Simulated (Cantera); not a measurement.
What does this Cantera script print?

```python
import numpy as np
import cantera as ct

gas = ct.Solution("gri30.yaml")
gas.TPX = 900, 25000, {'H2': 0.46, 'O2': 1, 'N2': 1.9}
inlet = ct.Reservoir(gas, clone=True)

reactor = ct.IdealGasConstPressureReactor(gas, energy="off", clone=False)
exhaust = ct.Reservoir(gas, clone=True)
tau = [0.33, 0.18, 0.097, 0.053, 0.029, 0.016, 0.0087, 0.0048, 0.0026, 0.0014][0]
for a, b in ((inlet, reactor), (reactor, exhaust)):
    ct.MassFlowController(a, b, mdot=lambda t: reactor.mass / tau)
net = ct.ReactorNet([reactor])
show = ['H2', 'O2', 'H', 'H2O', 'O', 'NO']

rows = []
print(f"{'tau/s':>10s}{'T/K':>9s}" + "".join(f"{s:>11s}" for s in show))
for tau in [0.33, 0.18, 0.097, 0.053, 0.029, 0.016, 0.0087, 0.0048, 0.0026, 0.0014]:
    net.initial_time = 0.0
    net.advance(30 * tau)
    before = gas.X
    net.advance(40 * tau)
    drift = np.max(np.abs(gas.X - before) / (gas.X + 1e-9))
    rows.append([gas.T, *gas[show].X, drift])
    print(f"{tau:10.3e}{gas.T:9.1f}" + "".join(f"{x:11.3e}" for x in gas[show].X))
```

Output:

```
     tau/s      T/K         H2         O2          H        H2O          O         NO
 3.300e-01    900.0  3.329e-02  2.584e-01  4.943e-06  1.110e-01  4.827e-06  1.686e-10
 1.800e-01    900.0  3.263e-02  2.582e-01  9.053e-06  1.118e-01  8.893e-06  3.466e-10
 9.700e-02    900.0  3.254e-02  2.582e-01  1.677e-05  1.119e-01  1.631e-05  6.842e-10
 5.300e-02    900.0  3.331e-02  2.585e-01  3.051e-05  1.111e-01  2.872e-05  1.251e-09
 2.900e-02    900.0  3.508e-02  2.591e-01  5.510e-05  1.092e-01  4.887e-05  2.158e-09
 1.600e-02    900.0  3.792e-02  2.602e-01  9.798e-05  1.061e-01  7.974e-05  3.501e-09
 8.700e-03    900.0  4.212e-02  2.617e-01  1.750e-04  1.015e-01  1.270e-04  5.450e-09
 4.800e-03    900.0  4.761e-02  2.637e-01  3.043e-04  9.554e-02  1.934e-04  7.973e-09
 2.600e-03    900.0  5.483e-02  2.664e-01  5.288e-04  8.761e-02  2.883e-04  1.117e-08
 1.400e-03    900.0  6.387e-02  2.697e-01  8.996e-04  7.764e-02  4.162e-04  1.470e-08
```

Computed with Cantera and GRI-Mech 3.0 (53 species, 325 reactions). Below about 950 K walls govern HO2 and H2O2 in real vessels. The temperature is held fixed by assumption; the heat of reaction is taken as removed at once.
